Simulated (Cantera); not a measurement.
**Reactions in the system C-F**

Source: NASA polynomial tables (part measured, part estimated), evaluated in Cantera. Values are per mole of reaction as written; species without (g) are pure solids or liquids, kept so even where they would boil at 1 bar.

CF3(g) + F(g) = CF4(g)

| T (K) | ΔH° (kJ) | ΔS° (J/K) | ΔG° (kJ) | log10 K |
|---|---|---|---|---|
| 648 | -544.3 | -167.5 | -435.8 | 35.13 |
| 798 | -544.4 | -167.7 | -410.6 | 26.88 |
| 948 | -544.4 | -167.6 | -385.5 | 21.24 |
| 1098 | -544.2 | -167.4 | -360.3 | 17.14 |
| 1248 | -543.9 | -167.2 | -335.2 | 14.03 |
| 1398 | -543.6 | -167.0 | -310.2 | 11.59 |
| 1548 | -543.2 | -166.7 | -285.2 | 9.62 |
| 1698 | -542.8 | -166.4 | -260.2 | 8.00 |
| 1848 | -542.3 | -166.2 | -235.2 | 6.65 |

F2(g) + 2 CF2(g) = 2 CF3(g)

```json
[
 {"T (K)": "648", "ΔH° (kJ)": "-577.3", "ΔS° (J/K)": "-156.5", "ΔG° (kJ)": "-475.9", "log10 K": "38.36"},
 {"T (K)": "798", "ΔH° (kJ)": "-576.6", "ΔS° (J/K)": "-155.6", "ΔG° (kJ)": "-452.5", "log10 K": "29.62"},
 {"T (K)": "948", "ΔH° (kJ)": "-575.7", "ΔS° (J/K)": "-154.5", "ΔG° (kJ)": "-429.2", "log10 K": "23.65"},
 {"T (K)": "1098", "ΔH° (kJ)": "-574.6", "ΔS° (J/K)": "-153.4", "ΔG° (kJ)": "-406.1", "log10 K": "19.32"},
 {"T (K)": "1248", "ΔH° (kJ)": "-573.4", "ΔS° (J/K)": "-152.4", "ΔG° (kJ)": "-383.2", "log10 K": "16.04"},
 {"T (K)": "1398", "ΔH° (kJ)": "-572.1", "ΔS° (J/K)": "-151.5", "ΔG° (kJ)": "-360.4", "log10 K": "13.47"},
 {"T (K)": "1548", "ΔH° (kJ)": "-570.8", "ΔS° (J/K)": "-150.6", "ΔG° (kJ)": "-337.7", "log10 K": "11.40"},
 {"T (K)": "1698", "ΔH° (kJ)": "-569.5", "ΔS° (J/K)": "-149.7", "ΔG° (kJ)": "-315.2", "log10 K": "9.70"},
 {"T (K)": "1848", "ΔH° (kJ)": "-568.1", "ΔS° (J/K)": "-149.0", "ΔG° (kJ)": "-292.8", "log10 K": "8.28"}
]
```

CF2(g) + 2 F(g) = CF4(g)

```tsv
T (K)	ΔH° (kJ)	ΔS° (J/K)	ΔG° (kJ)	log10 K
648	-914.2	-307.4	-715.0	57.63
798	-914.5	-307.9	-668.8	43.78
948	-914.5	-307.8	-622.7	34.31
1098	-914.1	-307.5	-576.5	27.43
1248	-913.6	-307.1	-530.4	22.20
1398	-913.0	-306.6	-484.4	18.10
1548	-912.2	-306.1	-438.4	14.79
1698	-911.4	-305.5	-392.6	12.08
1848	-910.5	-305.0	-346.8	9.80
```
